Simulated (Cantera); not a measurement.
Input: 1 mol TiO2, 5.7 mol CO, at 1548.15 K and 75000 Pa.

These are equilibrium values from Cantera (NASA tables, ideal gas, pure condensed phases), not measurements of a reactor. Candidate condensed phases: C, Ti, TiC, TiO, TiO2, Ti2O3, Ti3O5, Ti4O7; 15 gas species. Mutual solubility and eutectic melting of coexisting phases are not modelled. Condensed phases not in the tables: Magnéli phases beyond Ti4O7. Kinetics and transport are ignored.

Base state: CO 0.992, CO2 0.00804 (mole fractions); condensed: TiO2(rutile) + Ti4O7(s).

Question: What changes in the equilibrium state with this change: TiO2 replaced by CuO?

Answer: 
```tsv
species	before	after
CO	0.992	0.825
CO2	0.00804	0.175
Cu	0	2.40e-5
TiO2(rutile), mol	0.817	0
Ti4O7(s), mol	0.0458	0
Cu(l), mol	0	1.000
```
Further candidate phases: Cu, CuO, Cu2O.

Question: What changes in the equilibrium state with this change: TiO2 replaced by Ta2O5?

Answer: 
```tsv
species	before	after
CO	0.992	0.998
CO2	0.00804	0.00190
TiO2(rutile), mol	0.817	0
Ti4O7(s), mol	0.0458	0
TaC(s), mol	0	0.00309
Ta2O5(s), mol	0	0.998
```
TaC: taken at fixed stoichiometry. Condensed phases not in the tables: Ta2C. Further candidate phases: Ta, TaC, Ta2O5.
